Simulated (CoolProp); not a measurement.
The numbers come from the reference Helmholtz-energy equation of state, Thol 2017 in CoolProp.

For octamethyltrisiloxane (MDM), give the phase and the density (kg/m³), cp (kJ/(kg K)), cv (kJ/(kg K)), expansivity (1/kK) at 373.3 K and 0.617 MPa.


- 373.3 K and 0.617 MPa: liquid; density 738, cp 1.97, cv 1.65, expansivity 1.48
